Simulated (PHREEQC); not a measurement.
A solution holds 0.057 mol CuSO4 and 0.18 mol NaCl per kg of water, at 25 °C. Closed to the air; pH follows from the charge balance.

Computed with PHREEQC (ion-association model, wateq4f.dat).

**Question.** The ionic strength comes out as 0.319 mol/kgw. What activity coefficients do Na+, Cu2(OH)2+2, CuCl+, CuOH+, HSO4- get?

**Answer.** Na+ 0.72, Cu2(OH)2+2 0.29, CuCl+ 0.68, CuOH+ 0.68, HSO4- 0.70.

This is a speciation only: nothing precipitates in the calculation. The solution is supersaturated, for example in Atacamite, Antlerite, so a real one may precipitate; this is no full list. Complexes and solids missing from the database can't appear.
